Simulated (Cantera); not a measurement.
An adiabatic, constant-pressure homogeneous reactor starts with CO : H₂ : CH₄ : O₂ : N₂ = 1 : 0.7 : 0.053 : 1.31 : 4.92 (molar parts), equivalence ratio 0.73, at 1200 K and 0.365 atm. Integrator tolerance rtol = 1e-08.

Model: GRI-Mech 3.0 (53 species, 325 reactions), integrated in Cantera.

Q: What does this change do: initial temperature 1200 to 1373 K?

A: 
```
quantity                                                              before                                      after
---------------------------------  -----------------------------------------  -----------------------------------------
time of steepest temperature rise                                   0.167 ms                                    76.6 µs
temperature at 0.100 s                                                2516 K                                     2577 K
equilibrium temperature                                               2516 K                                     2577 K
x(CO) at 0.100 s                       0.0317 (gas-phase equilibrium 0.0317)      0.0392 (gas-phase equilibrium 0.0392)
x(H₂) at 0.100 s                     0.00441 (gas-phase equilibrium 0.00441)    0.00552 (gas-phase equilibrium 0.00552)
x(CH₄) at 0.100 s                      <1e-12 (gas-phase equilibrium <1e-12)      <1e-12 (gas-phase equilibrium <1e-12)
x(OH) at 0.100 s                       0.0138 (gas-phase equilibrium 0.0138)      0.0163 (gas-phase equilibrium 0.0163)
x(CH₂O) at 0.100 s                 2.07e-11 (gas-phase equilibrium 2.07e-11)  3.20e-11 (gas-phase equilibrium 3.20e-11)
x(H₂O) at 0.100 s                      0.0972 (gas-phase equilibrium 0.0972)      0.0933 (gas-phase equilibrium 0.0933)
```
